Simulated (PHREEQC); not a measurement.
Solution (81 °C): 2.9 mmol/kgw NH4HSO4. Closed to the air; pH follows from the charge balance.

The numbers come from PHREEQC with the ion-association model, phreeqc.dat.

Precipitation was switched off in this run.

What pH does the model give?

pH 2.76.

In which forms is S present?

SO4-2 64 %, HSO4- 34 %, NH4SO4- 1.6 % of the S.

Species that the database lacks are ignored. At this temperature some constants are extrapolated from 25 °C, and those without enthalpy data are left unchanged.
